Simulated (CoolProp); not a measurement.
trans-2-butene along the isotherm 251.85 °C: density (kg/m³) from the reference equation and from simpler models built on Tc = 155.5 °C, pc = 4.019 MPa, ω = 0.210; each cubic takes its own stable root.

The numbers come from the reference Helmholtz-energy equation of state, Lemmon 2005 in CoolProp. It is a short technical equation, of lower accuracy than the large ones.

| p (MPa) | phase | reference |
|---|---|---|
| 0.718 | gas | 9.532 |
| 1.44 | gas | 19.79 |
| 2.15 | gas | 30.62 |
| 2.87 | gas | 42.47 |
| 3.59 | gas | 55.32 |
| 4.31 | supercritical | 69.30 |
| 5.02 | supercritical | 84.32 |
| 5.74 | supercritical | 100.9 |
| 6.46 | supercritical | 118.8 |
| 7.18 | supercritical | 138.0 |
| 7.89 | supercritical | 157.8 |
| 8.61 | supercritical | 178.5 |
| 9.33 | supercritical | 199.1 |
| 10 | supercritical | 217.5 |

Q: How far does each simpler model (ideal gas, van der Waals, Redlich-Kwong, Soave-Redlich-Kwong, Peng-Robinson) lie from the reference over these 14 states: mean and median of the absolute difference, and the worst?

A: 
- ideal gas: mean 24.1 %, median 25.2 %, worst -40.9 % at 251.85 °C and 10 MPa
- van der Waals: mean 5.1 %, median 3.9 %, worst +11.9 % at 251.85 °C and 7.89 MPa
- Redlich-Kwong: mean 1.6 %, median 1.5 %, worst +3.1 % at 251.85 °C and 7.18 MPa
- Soave-Redlich-Kwong: mean 3.9 %, median 3.1 %, worst -9.7 % at 251.85 °C and 10 MPa
- Peng-Robinson: mean 1.3 %, median 1.2 %, worst -3.8 % at 251.85 °C and 10 MPa
